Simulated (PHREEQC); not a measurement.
# City or well water (model solution)

Model water analysis in mg/L, 40 °C, pH 6.45, pe 12.1: Na 2.46; K 5.58; Ca 26.5; Mg 0.38; Cl 6.13; S(6) as SO4 47.1; Alkalinity as HCO3 30.9; O(0) (dissolved oxygen) 0.00703; Li 0.0137; N(5) as NO3 0.236; Cu(2) 0.0934; Sr 0.125.

Valence states are taken as typed.

Model: ion-association model, wateq4f.dat, run in PHREEQC.

Each row changes one thing in this solution. No solid was allowed to form.

```csv
case,ionic strength (mol/kgw),Ca+2 (mol/kgw),HCO3- (mol/kgw),SO4-2 (mol/kgw),CO2 (mol/kgw),CaSO4 (mol/kgw),SI of Tenorite (CuO),SI of Malachite (Cu2(OH)2CO3)
as made,0.00263,0.000617,0.000502,0.000448,0.000333,4.00e-5,-0.36,-0.79
pH from 6.45 to 7.45 at the same alkalinity,0.00263,0.000617,(withheld),0.000448,3.29e-5,4.00e-5,+0.63,+0.18
all concentrations times 4 at the same typed pH,0.00963,0.00224,0.00198,0.00158,(withheld),0.000358,-0.07,+0.37
pH from 6.45 to 6.15 at the same alkalinity,0.00263,0.000617,0.000503,0.000448,0.000666,4.00e-5,-0.89,-1.53
temperature from 40 to 15 °C at the same typed pH,0.00266,0.000625,0.000503,0.000456,(withheld),3.33e-5,-1.25,-1.90
```

Problem. What belongs in the gaps?

Solution. 
- pH from 6.45 to 7.45 at the same alkalinity, HCO3- (mol/kgw): 0.000495
- all concentrations times 4 at the same typed pH, CO2 (mol/kgw): 0.00126
- temperature from 40 to 15 °C at the same typed pH, CO2 (mol/kgw): 0.000443

Some of these states are supersaturated (in Malachite, Tenorite (slow to form), for instance). Away from 25 °C the constants follow the database's enthalpies or fits; those with neither stay at their 25 °C values. The database's constant for dissolved Cu(OH)2 is higher than later reviews accept.
